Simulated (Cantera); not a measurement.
Equilibrium for iron carbonyl, mercury and lead vapours: Hg + O2 + N2

Input: 1 mol Hg, 0.057 mol O2, a varied amount of N2, equilibrated at 1252 °C and 750 Torr.

Equilibrium computed with Cantera from the NASA thermochemical tables; the gas is ideal and each condensed phase is pure. Candidate condensed phases: Hg, HgO; 10 gas species. Rates play no part.

```csv
n(N2) (mol),log p N2,log p Hg,log p O2,log p NO,log p O,log p NO2,log p N2O
0.48,-0.51,-0.19,-1.43,-3.44,-5.96,-6.12,-7.85
0.63,-0.43,-0.23,-1.47,-3.42,-5.98,-6.12,-7.80
0.83,-0.36,-0.28,-1.52,-3.41,-6.01,-6.13,-7.75
1.1,-0.29,-0.33,-1.58,-3.41,-6.04,-6.16,-7.72
1.4,-0.24,-0.39,-1.64,-3.41,-6.07,-6.19,-7.70
1.9,-0.19,-0.47,-1.72,-3.43,-6.11,-6.25,-7.68
2.5,-0.15,-0.55,-1.80,-3.45,-6.15,-6.31,-7.69
3.2,-0.12,-0.63,-1.88,-3.47,-6.19,-6.37,-7.70
4.2,-0.10,-0.72,-1.97,-3.50,-6.23,-6.45,-7.72
5.5,-0.08,-0.82,-2.07,-3.54,-6.28,-6.54,-7.74
7.3,-0.06,-0.92,-2.17,-3.59,-6.33,-6.64,-7.78
```
log p: log10 of the partial pressure in bar; nothing condenses.

From 0.48 mol N2 to 7.3 mol N2 nothing is condensed. The main Hg-bearing gas is Hg throughout.
